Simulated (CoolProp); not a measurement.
Properties of acetone along the isobar 2.6 MPa (Tc = 508.1 K, pc = 4.692 MPa, ω = 0.307).

Model: reference Helmholtz-energy equation of state, Lemmon 2006, in CoolProp. It is a short technical equation, of lower accuracy than the large ones.

| T (K) | phase | cp (kJ/(kg K)) | speed of sound (m/s) | isothermal compressibility (1/MPa) | expansivity (1/kK) | fugacity coefficient |
|---|---|---|---|---|---|---|
| 432.4 | liquid | 2.698 | 577.0 | 0.007246 | 2.964 | 0.4320 |
| 440.8 | liquid | 2.773 | 534.9 | 0.008783 | … | 0.4910 |
| 449.2 | liquid | 2.864 | 490.9 | 0.01095 | … | 0.5538 |
| 457.6 | liquid | 2.985 | 444.1 | 0.01421 | 4.309 | 0.6202 |
| 466 | liquid | 3.158 | 392.9 | 0.01969 | 5.245 | 0.6898 |
| 474.4 | gas | 3.218 | 187.5 | 0.7409 | 10.60 | 0.7309 |
| 482.8 | gas | 2.877 | 198.5 | 0.6529 | 8.206 | 0.7487 |
| 491.2 | gas | 2.681 | 207.5 | 0.6008 | 6.803 | 0.7645 |
| 499.6 | gas | 2.556 | 215.2 | 0.5656 | … | 0.7789 |
| 508 | gas | 2.472 | … | 0.5401 | 5.195 | 0.7919 |
| 516.4 | gas | 2.412 | 228.4 | 0.5206 | … | 0.8039 |
| 524.8 | gas | 2.370 | 234.1 | 0.5051 | 4.283 | 0.8148 |
| 533.2 | gas | 2.339 | … | … | 3.957 | 0.8250 |
| 541.6 | gas | 2.318 | 244.4 | 0.4821 | 3.688 | 0.8343 |
| 550 | gas | 2.303 | 249.1 | 0.4732 | 3.460 | … |

### Question
Some entries are withheld; supply them.

### Answer

- 440.8, expansivity (1/kK): 3.284
- 449.2, expansivity (1/kK): 3.709
- 499.6, expansivity (1/kK): 5.869
- 508, speed of sound (m/s): 222.1
- 516.4, expansivity (1/kK): 4.685
- 533.2, speed of sound (m/s): 239.4
- 533.2, isothermal compressibility (1/MPa): 0.4925
- 550, fugacity coefficient: 0.8430
